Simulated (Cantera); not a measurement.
A perfectly stirred reactor is fed with CH₄ : N₂ = 1 : 41 (molar parts), at 2670 Pa; it is held at 1550 K, and followed from long to short residence time.

Model: GRI-Mech 3.0 (53 species, 325 reactions), integrated in Cantera. GRI-Mech 3.0 stops at C3 and has no aromatics, soot or wall deposition, so with more carbon than oxygen in the feed, carbon stays in small species such as C2H2 where larger ones or solid carbon would form. Radical loss at walls, strong at low pressure, is not modelled.

### Question
What does this change do: 1.7 parts H2O added?

### Answer
| quantity | before | after |
|---|---|---|
| x(CH₄) at τ = 24.0 s | 0.00427 | 0.00416 |
| x(HCN) at τ = 24.0 s | 2.41e-6 | 2.28e-6 |
| x(C₂H) at τ = 24.0 s | 1.72e-8 | 1.33e-8 |
| x(CH₃) at τ = 24.0 s | 6.09e-5 | 6.23e-5 |
| x(H) at τ = 24.0 s | 2.04e-5 | 2.55e-5 |
| x(CH₄) at τ = 33.0 ms | 0.0238 | 0.0228 |
| x(HCN) at τ = 33.0 ms | 1.72e-12 | 2.04e-12 |
| x(C₂H) at τ = 33.0 ms | 1.63e-12 | <1e-12 |
| x(CH₃) at τ = 33.0 ms | 3.53e-5 | 3.97e-5 |
| x(H) at τ = 33.0 ms | 5.69e-8 | 6.44e-8 |
